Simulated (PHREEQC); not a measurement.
A solution holds 0.038 mol/kgw CdCl2, 0.018 mol/kgw H3BO3 and 0.18 mol/kgw FeSO4, at 40 °C. Closed to the air; pH follows from the charge balance.

All values are PHREEQC results (ion-association model, wateq4f.dat), not measurements.

Question: The ionic strength comes out as 0.405 mol/kgw. What activity coefficients do H+, CdCl3-, Cd(SO4)2-2, FeHSO4+, H2BO3- get?

Answer: H+ 0.77, CdCl3- 0.72, Cd(SO4)2-2 0.27, FeHSO4+ 0.72, H2BO3- 0.61.

No solid was allowed to form. Complexes and solids missing from the database can't appear. At this temperature some constants are extrapolated from 25 °C, and those without enthalpy data are left unchanged.
